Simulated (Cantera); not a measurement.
Feed: 1 mol SiH2Cl2, 1.3 mol NO, 1.5 mol N2, at 975 °C and 10.0 Torr.

Cantera equilibrium calculation (NASA polynomials, part measured and part estimated; ideal gas, pure solids and liquids). Candidate condensed phases: H2O, NH4Cl, Si, SiO2, Si2N2O, Si3N4; 47 gas species. Mutual solubility and eutectic melting of coexisting phases are not modelled. The tables' values for SiCl3 are old estimates; treat these amounts as uncertain. The tables hold silica as quartz up to 1696 K and as liquid above; real silica turns to tridymite and cristobalite and melts near 1996 K. The numbers say what is thermodynamically allowed, not how fast it happens.

Base state: N2 0.500, HCl 0.459, H2 0.0269, SiCl4 0.0131, SiCl3 0.000318, SiCl2 5.54e-5, SiHCl3 2.71e-5 (mole fractions); condensed: SiO2(β-quartz) + Si2N2O(s).

### Question
What changes in the equilibrium state with this change: temperature from 975 °C to 1650 °C?

### Answer
```json
[
 {"species": "N2", "before": "0.500", "after": "0.442"},
 {"species": "HCl", "before": "0.459", "after": "0.383"},
 {"species": "SiO", "before": "2.56e-7", "after": "0.136"},
 {"species": "Cl", "before": "9.72e-6", "after": "0.0199"},
 {"species": "SiCl4", "before": "0.0131", "after": "6.37e-5"},
 {"species": "H2", "before": "0.0269", "after": "0.0139"},
 {"species": "H", "before": "6.65e-7", "after": "0.000961"},
 {"species": "Cl2", "before": "2.14e-8", "after": "1.79e-5"},
 {"species": "H2O", "before": "2.03e-6", "after": "0.000158"},
 {"species": "SiO2(β-quartz), mol", "before": "0.551", "after": "0"},
 {"species": "Si2N2O(s), mol", "before": "0.198", "after": "0"},
 {"species": "SiO2(condensed), mol", "before": "0", "after": "0.320"}
]
```
